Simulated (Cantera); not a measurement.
An adiabatic, constant-volume homogeneous reactor starts with CH4 : O2 : N2 = 1 : 3.77 : 14.2 (molar parts), equivalence ratio 0.53, at 1525 K and 2300000 Pa.

Model: GRI-Mech 3.0 (53 species, 325 reactions), integrated in Cantera. The pressure lies above the range GRI-Mech 3.0 was tuned for (to about 10 atm).

One state of this run: T (K) = 2739; P (bar) = 41.5; x CH4 = <1e-12; x O2 = 0.0815; x O = 0.00189; x CH2O = 4.88e-11; x H2 = 0.000930; x NO2 = 5.78e-5. x: mole fraction; the columns are a selection and need not sum to one.

Task: Which value of t (s) does it belong to?
(A) 5.27e-5
(B) 0.285
(C) 2.03e-5
(D) 0.000137

Result: B, 0.285
